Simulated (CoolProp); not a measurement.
Methanol along the isobar 32.5 MPa: Z from the reference equation and from simpler models built on Tc = 240.2 °C, pc = 8.216 MPa, ω = 0.565; each cubic takes its own stable root.

Computed with CoolProp (reference Helmholtz-energy equation of state, de Reuck 1993).

| T (°C) | phase | reference |
|---|---|---|
| 236.95 | liquid | 0.4140 |
| 244.75 | supercritical | 0.4166 |
| 252.65 | supercritical | 0.4200 |
| 260.45 | supercritical | 0.4241 |
| 268.35 | supercritical | 0.4293 |
| 276.15 | supercritical | 0.4353 |
| 284.05 | supercritical | 0.4426 |
| 291.85 | supercritical | 0.4510 |
| 299.75 | supercritical | 0.4608 |
| 307.55 | supercritical | 0.4719 |
| 315.45 | supercritical | 0.4843 |
| 323.25 | supercritical | 0.4979 |
| 331.15 | supercritical | 0.5128 |
| 338.95 | supercritical | 0.5287 |
| 346.85 | supercritical | 0.5458 |

Question: How far does each simpler model (Redlich-Kwong, Soave-Redlich-Kwong, Peng-Robinson) lie from the reference over these 15 states: mean and median of the absolute difference, and the worst?

Answer: 
- Redlich-Kwong: mean 32.6 %, median 34.4 %, worst +41.5 % at 236.95 °C and 32.5 MPa
- Soave-Redlich-Kwong: mean 42.3 %, median 42.8 %, worst +44.0 % at 291.85 °C and 32.5 MPa
- Peng-Robinson: mean 29.8 %, median 30.3 %, worst +31.5 % at 307.55 °C and 32.5 MPa
